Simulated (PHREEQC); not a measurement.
# Metal-bearing waste water: speciation

Make-up at 25 °C: 0.11 mol/kgw CdCl2 and 0.031 mol/kgw CuCl2. Closed to the air; pH follows from the charge balance.

Computed with PHREEQC (ion-association model, wateq4f.dat).

Precipitation was switched off in this run.

Task: What pH, ionic strength does the model give?

Result: pH 4.56; ionic strength 0.201 mol/kgw.

Task: In which forms is Cl present?

Result: Cl- 55 %, CdCl+ 25 %, CdCl2 16 %, CdCl3- 2.4 %, CuCl+ 1.3 % of the Cl.

Saturation is exceeded, for instance for Atacamite; the values hold only as long as no solid forms. Species that the database lacks are ignored.
